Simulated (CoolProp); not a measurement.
Vapour-liquid equilibrium of isohexane (1) + n-hexane (2) at 266.2 K; x and y are mole fractions of (1).

The numbers come from the multi-fluid Helmholtz-energy mixture model, Lemmon 2006 and Thol 2019; pair parameters Bell 2016 in CoolProp.

```csv
x,"bubble pressure, mixture model (bar)","bubble pressure, Raoult's law (bar)","y, mixture model","y, Raoult's law"
0.05,0.04232,0.04221,0.076,0.074
0.2,0.04577,0.04537,0.280,0.274
0.35,0.04911,0.04853,0.453,0.449
0.5,0.05234,0.05168,0.603,0.602
0.65,0.05544,0.05484,0.735,0.737
0.8,0.05841,0.05800,0.854,0.858
0.95,0.06128,0.06115,0.965,0.966
```

The largest gap from Raoult's law is +1.3 % in bubble pressure, at x = 0.5. No azeotrope shows between x = 0.05 and 0.95.

The pair parameters rest on a limited set of measurements; away from them the model extrapolates.
